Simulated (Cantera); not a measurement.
Feed: 1 mol BN, 55 mol HCl, 25 mol H2, held at 725 K and 0.590 bar.

These are equilibrium values from Cantera (NASA tables, ideal gas, pure condensed phases), not measurements of a reactor. Candidate condensed phases: B, BN, NH4Cl; 21 gas species. Rates play no part.

Base state: HCl 0.687, H2 0.313 (mole fractions); condensed: BN(s).

**Question.** What changes in the equilibrium state with this change: temperature from 725 K to 1725 K?

**Answer.** 
```json
[
 {"species": "HCl", "before": "0.687", "after": "0.650"},
 {"species": "H2", "before": "0.313", "after": "0.331"},
 {"species": "BCl3", "before": "4.70e-6", "after": "0.0122"},
 {"species": "BCl2", "before": "<1e-9", "after": "0.000232"},
 {"species": "Cl", "before": "<1e-9", "after": "0.000211"},
 {"species": "H", "before": "<1e-9", "after": "0.000139"},
 {"species": "BN(s), mol", "before": "1.000", "after": "0"}
]
```
The tables' values for BCl2, BCl are old estimates; treat these amounts as uncertain. Gases not in the tables: BHCl2.
